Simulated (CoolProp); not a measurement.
Model: reference Helmholtz-energy equation of state, Thol 2015, in CoolProp.

Problem. For octamethylcyclotetrasiloxane (D4), give the phase and the density (kg/m³), speed of sound (m/s), Joule-Thomson coefficient (K/MPa), expansivity (1/kK) at 299.95 °C and 1710 kPa; 313.95 °C and 1710 kPa.

Solution. 
- 299.95 °C and 1710 kPa: liquid; density 544, speed of sound 160, Joule-Thomson coefficient 1.92, expansivity 6.20
- 313.95 °C and 1710 kPa: supercritical; density 485, speed of sound 110, Joule-Thomson coefficient 4.36, expansivity 11.5
